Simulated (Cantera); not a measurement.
Cantera run, input and output.

```python
import numpy as np
import cantera as ct

gas = ct.Solution("gri30.yaml")
gas.TPX = 1450, 47000, {'CO': 0.007, 'O2': 0.051, 'H2O': 0.0037, 'N2': 1}
reactor = ct.IdealGasConstPressureReactor(gas, energy="off", clone=False)
net = ct.ReactorNet([reactor])
net.rtol, net.atol = 1e-08, 1e-18
show = ['CO', 'O2', 'H2O', 'O', 'NO2', 'H2']
times = np.geomspace(1e-05, 2, 12)

steps = ct.SolutionArray(gas, extra=["t"])
rows = []
print(f"{'t/s':>10s}{'T/K':>9s}{'P/Pa':>11s}" + "".join(f"{s:>11s}" for s in show))
for t in times:
    while net.time < t:
        t_next = net.step()
        steps.append(gas.state, t=t_next)
    rows.append([np.interp(t, steps.t, y) for y in (steps.T, steps.P, *steps(*show).X.T)])
    print(f"{t:10.3e}{rows[-1][0]:9.1f}{rows[-1][1]:11.4g}" + "".join(f"{x:11.3e}" for x in rows[-1][2:]))
rate = np.gradient(steps.T, steps.t)
print("integrator steps:", len(steps.t))
if steps.T.max() > steps.T[0] + 200:
    print(f"time of steepest temperature rise: {steps.t[rate.argmax()]:.4e} s")
gas.TPX = 1450, 47000, {'CO': 0.007, 'O2': 0.051, 'H2O': 0.0037, 'N2': 1}
gas.equilibrate("TP")
print(f"equilibrium (TP): T = {gas.T:.1f} K  " + "  ".join(f"{s} {gas[s].X[0]:.3e}" for s in show))
```

It prints:

```
       t/s      T/K       P/Pa         CO         O2        H2O          O        NO2         H2
 1.000e-05   1450.0    4.7e+04  6.593e-03  4.804e-02  3.485e-03  1.918e-09  1.706e-24  1.163e-14
 3.033e-05   1450.0    4.7e+04  6.593e-03  4.804e-02  3.485e-03  5.775e-09  5.950e-23  2.778e-13
 9.201e-05   1450.0    4.7e+04  6.593e-03  4.804e-02  3.485e-03  1.739e-08  2.060e-21  6.459e-12
 2.791e-04   1450.0    4.7e+04  6.593e-03  4.804e-02  3.485e-03  5.846e-08  8.215e-20  1.618e-10
 8.465e-04   1450.0    4.7e+04  6.593e-03  4.804e-02  3.485e-03  4.984e-07  9.446e-18  5.923e-09
 2.568e-03   1450.0    4.7e+04  6.366e-03  4.783e-02  3.441e-03  1.581e-04  4.102e-13  3.324e-06
 7.789e-03   1450.0    4.7e+04  8.764e-04  4.473e-02  3.240e-03  1.032e-03  6.647e-10  3.792e-05
 2.363e-02   1450.0    4.7e+04  5.889e-05  4.484e-02  3.444e-03  9.564e-05  2.792e-09  3.687e-06
 7.166e-02   1450.0    4.7e+04  5.329e-06  4.487e-02  3.480e-03  1.138e-05  3.834e-09  4.332e-07
 2.174e-01   1450.0    4.7e+04  5.954e-07  4.488e-02  3.489e-03  2.148e-06  2.929e-09  8.007e-08
 6.594e-01   1450.0    4.7e+04  1.399e-07  4.488e-02  3.492e-03  7.668e-07  2.420e-09  2.822e-08
 2.000e+00   1450.0    4.7e+04  1.035e-07  4.488e-02  3.493e-03  6.252e-07  2.391e-09  2.296e-08
integrator steps: 1423
equilibrium (TP): T = 1450.0 K  CO 1.036e-07  O2 4.464e-02  H2O 3.493e-03  O 6.229e-07  NO2 9.525e-07  H2 2.300e-08
```

Computed with Cantera and GRI-Mech 3.0 (53 species, 325 reactions).
